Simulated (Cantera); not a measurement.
Feed: 1 mol Cr₂O₃, 8.9 mol H₂, 24 mol N₂, at 35.0 Pa.

These are equilibrium values from Cantera (NASA tables, ideal gas, pure condensed phases), not measurements of a reactor. Candidate condensed phases: Cr, CrN, Cr₂N, Cr₂O₃, H₂O; 29 gas species. Mutual solubility and eutectic melting of coexisting phases are not modelled. Rates play no part.

log p: log10 of the partial pressure in bar; n: condensed amount in mol.

| T (°C) | log p N₂ | log p H₂ | log p H₂O | log p Cr | log p H | n Cr(s) | n Cr₂O₃(s) |
|---|---|---|---|---|---|---|---|
| 977 | -3.59 | -4.02 | -7.79 | -8.95 | -8.33 | 0.000899 | 0.999 |
| 1002 | -3.59 | -4.02 | -7.69 | -8.63 | -8.14 | 0.00105 | 0.999 |
| 1027 | -3.59 | -4.02 | ___ | ___ | ___ | 0.00115 | 0.999 |
| 1052 | -3.59 | -4.02 | -7.50 | -8.03 | -7.80 | 0.00110 | 0.999 |
| 1077 | -3.59 | -4.02 | -7.41 | -7.74 | -7.63 | 0.000747 | 0.999 |
| 1102 | -3.59 | -4.02 | -7.31 | -7.49 | -7.48 | 0 | 0.998 |
| 1127 | -3.59 | -4.02 | -7.16 | -7.33 | -7.33 | 0 | 0.998 |
| 1152 | -3.59 | -4.02 | ___ | ___ | ___ | 0 | 0.997 |
| 1177 | -3.59 | -4.02 | -6.86 | -7.04 | -7.04 | 0 | 0.996 |
| 1202 | -3.59 | -4.03 | -6.72 | -6.90 | -6.90 | 0 | 0.994 |

Complete the blanks.


- 1152, log p H₂O: -7.01
- 1152, log p Cr: -7.18
- 1152, log p H: -7.18
- 1027, log p H₂O: -7.59
- 1027, log p Cr: -8.32
- 1027, log p H: -7.97
